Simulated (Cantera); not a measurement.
A Cantera script and what it prints.

```python
import numpy as np
import cantera as ct

gas_names = """
    C CO CO2 C2 C2O C3 C3O2 C4 C5 Cu CuO Cu2 O O2 O3
""".split()
cond_names = """
    C(gr) Cu(cr) Cu(L) CuO(s) Cu2O(s) Cu2O(L)
""".split()


def load(file, names, dense=False):
    # The tables refer to 1 bar. Condensed volumes are neglected.
    table = {s.name: s for s in ct.Species.list_from_file(file)}
    out = []
    for n in names:
        d = dict(table[n].input_data)
        d["thermo"] = dict(d["thermo"], **{"reference-pressure": 1e5})
        if dense:
            d["equation-of-state"] = {"model": "constant-volume", "density": "1e6 g/cm^3"}
        out.append(ct.Species.from_dict(d))
    return out


gas = ct.Solution(thermo="ideal-gas", species=load("nasa_gas.yaml", gas_names))
cond = {s.name: ct.Solution(thermo="fixed-stoichiometry", species=[s], name=s.name)
        for s in load("nasa_condensed.yaml", cond_names, dense=True)}
atoms = {
    'Cu': {'Cu': 1},
    'O2': {'O': 2},
    'CO': {'C': 1, 'O': 1},
}
top_T = {'C(gr)': 4500, 'CuO(s)': 1390}  # K; cautious upper limits of use, not melting points


def equilibrate(T, P, feed):
    n = {}
    for name, mol in feed.items():
        for a, k in atoms[name].items():
            n[a] = n.get(a, 0.0) + k * mol
    gas.TPX = T, P, n
    mass = sum(n.values()) * gas.mean_molecular_weight
    gas.equilibrate("TP")
    valid = [c for c in cond.values() if c.min_temp <= T <= top_T.get(c.name, c.max_temp)]
    mix = ct.Mixture([(gas, mass / gas.mean_molecular_weight)] + [(c, 0.0) for c in valid])
    mix.T, mix.P = T, P
    mix.equilibrate("TP", solver="vcs", rtol=1e-11, max_steps=5000)
    return mix


results = []
P = 1300000  # Pa
for T in [900, 950, 1000, 1050, 1100, 1150, 1200, 1250, 1300, 1350, 1400]:
    for m in [0.025, 0.035, 0.049, 0.068, 0.095, 0.13, 0.18]:
        feed = {'Cu': 1, 'O2': m, 'CO': 4.9}  # mol
        mix = equilibrate(T, P, feed)
        results.append((T, P, feed, dict(zip(mix.species_names, mix.species_moles))))

for T, P, feed, n in results:
    print(f"{T:7g} {feed['O2']:10.4g}  " + (" + ".join(c for c in cond_names if n.get(c, 0) > 1e-12) or "gas only"))
```

It prints:

```
    900      0.025  C(gr) + Cu(cr)
    900      0.035  C(gr) + Cu(cr)
    900      0.049  C(gr) + Cu(cr)
    900      0.068  C(gr) + Cu(cr)
    900      0.095  C(gr) + Cu(cr)
    900       0.13  C(gr) + Cu(cr)
    900       0.18  C(gr) + Cu(cr)
    950      0.025  C(gr) + Cu(cr)
    950      0.035  C(gr) + Cu(cr)
    950      0.049  C(gr) + Cu(cr)
    950      0.068  C(gr) + Cu(cr)
    950      0.095  C(gr) + Cu(cr)
    950       0.13  C(gr) + Cu(cr)
    950       0.18  C(gr) + Cu(cr)
   1000      0.025  C(gr) + Cu(cr)
   1000      0.035  C(gr) + Cu(cr)
   1000      0.049  C(gr) + Cu(cr)
   1000      0.068  C(gr) + Cu(cr)
   1000      0.095  C(gr) + Cu(cr)
   1000       0.13  C(gr) + Cu(cr)
   1000       0.18  C(gr) + Cu(cr)
   1050      0.025  C(gr) + Cu(cr)
   1050      0.035  C(gr) + Cu(cr)
   1050      0.049  C(gr) + Cu(cr)
   1050      0.068  C(gr) + Cu(cr)
   1050      0.095  C(gr) + Cu(cr)
   1050       0.13  C(gr) + Cu(cr)
   1050       0.18  C(gr) + Cu(cr)
   1100      0.025  C(gr) + Cu(cr)
   1100      0.035  C(gr) + Cu(cr)
   1100      0.049  C(gr) + Cu(cr)
   1100      0.068  C(gr) + Cu(cr)
   1100      0.095  C(gr) + Cu(cr)
   1100       0.13  C(gr) + Cu(cr)
   1100       0.18  C(gr) + Cu(cr)
   1150      0.025  C(gr) + Cu(cr)
   1150      0.035  C(gr) + Cu(cr)
   1150      0.049  C(gr) + Cu(cr)
   1150      0.068  C(gr) + Cu(cr)
   1150      0.095  C(gr) + Cu(cr)
   1150       0.13  C(gr) + Cu(cr)
   1150       0.18  C(gr) + Cu(cr)
   1200      0.025  C(gr) + Cu(cr)
   1200      0.035  C(gr) + Cu(cr)
   1200      0.049  C(gr) + Cu(cr)
   1200      0.068  C(gr) + Cu(cr)
   1200      0.095  C(gr) + Cu(cr)
   1200       0.13  C(gr) + Cu(cr)
   1200       0.18  C(gr) + Cu(cr)
   1250      0.025  C(gr) + Cu(cr)
   1250      0.035  C(gr) + Cu(cr)
   1250      0.049  C(gr) + Cu(cr)
   1250      0.068  C(gr) + Cu(cr)
   1250      0.095  C(gr) + Cu(cr)
   1250       0.13  C(gr) + Cu(cr)
   1250       0.18  C(gr) + Cu(cr)
   1300      0.025  C(gr) + Cu(cr)
   1300      0.035  C(gr) + Cu(cr)
   1300      0.049  C(gr) + Cu(cr)
   1300      0.068  C(gr) + Cu(cr)
   1300      0.095  C(gr) + Cu(cr)
   1300       0.13  C(gr) + Cu(cr)
   1300       0.18  Cu(cr)
   1350      0.025  C(gr) + Cu(cr)
   1350      0.035  C(gr) + Cu(cr)
   1350      0.049  C(gr) + Cu(cr)
   1350      0.068  C(gr) + Cu(cr)
   1350      0.095  Cu(cr)
   1350       0.13  Cu(cr)
   1350       0.18  Cu(cr)
   1400      0.025  C(gr) + Cu(L)
   1400      0.035  C(gr) + Cu(L)
   1400      0.049  C(gr) + Cu(L)
   1400      0.068  Cu(L)
   1400      0.095  Cu(L)
   1400       0.13  Cu(L)
   1400       0.18  Cu(L)
```

Cantera equilibrium calculation (NASA polynomials, part measured and part estimated; ideal gas, pure solids and liquids).
